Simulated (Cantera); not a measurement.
Feed: 1 mol NH3, 5.5 mol H2O, at 13.0 mbar.

Cantera equilibrium calculation (NASA polynomials, part measured and part estimated; ideal gas, pure solids and liquids). Candidate condensed phases: H2O; 24 gas species. Kinetics and transport are ignored.

### Question
At 2573 K, list the 5 most abundant gas species with their mole fractions, and the condensed phases.

### Answer
H2O 0.466, H2 0.215, H 0.140, OH 0.0681, N2 0.0548. Condensed: gas only.
